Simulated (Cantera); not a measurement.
Input: 1 mol Si₃N₄, 0.26 mol CO₂, 73 mol H₂, held at 1327 °C and 0.680 bar.

Equilibrium computed with Cantera from the NASA thermochemical tables; the gas is ideal and each condensed phase is pure. Mutual solubility and eutectic melting of coexisting phases are not modelled. The numbers say what is thermodynamically allowed, not how fast it happens.

```tsv
species	before	after
H₂	0.995	0.994
CH₄	5.59e-5	0.00357
N₂	0.00468	0.00237
H	6.58e-5	5.01e-9
NH₃	2.16e-6	1.64e-5
SiC(s), mol	0.255	0
Si₂N₂O(s), mol	0.519	0.520
Si₃N₄(s), mol	0.569	0.653
```
Gas species are given as mole fractions.

Question: Which change was made?
(A) CO₂ from 0.26 to 0.012 mol
(B) pressure from 0.680 bar to 0.610 Pa
(C) CO₂ from 0.26 to 2.1 mol
(D) temperature from 1327 °C to 750 °C

Answer: D, temperature from 1327 °C to 750 °C
